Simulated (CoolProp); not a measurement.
Model: reference Helmholtz-energy equation of state, Gao 2020, in CoolProp.

For ammonia, give the phase and the density (kg/m³), cv (kJ/(kg K)), isothermal compressibility (1/MPa), fugacity coefficient at 73.05 °C and 28.4 MPa.


- 73.05 °C and 28.4 MPa: liquid; density 559, cv 2.73, isothermal compressibility 0.00214, fugacity coefficient 0.130
